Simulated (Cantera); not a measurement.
Charge: 1 mol Fe3O4, 0.57 mol CH4, 2.7 mol N2, held at 11000 Pa.

These are equilibrium values from Cantera (NASA tables, ideal gas, pure condensed phases), not measurements of a reactor. Candidate condensed phases: C, C6H6, C7H8, C8H18, Fe, Fe(CO)5, FeO, Fe(OH)2, Fe(OH)3, Fe2O3, Fe3O4, H2O; 140 gas species. The tables' stoichiometric FeO is somewhat more stable than real wüstite, so its field is too wide. FeO: taken at fixed stoichiometry. Kinetics and transport are ignored.

Task: At 1975 K, list the 4 most abundant gas species with their mole fractions, and the condensed phases.

Result: N2 0.610, H2 0.170, CO 0.116, H2O 0.0863. Condensed: FeO(l).
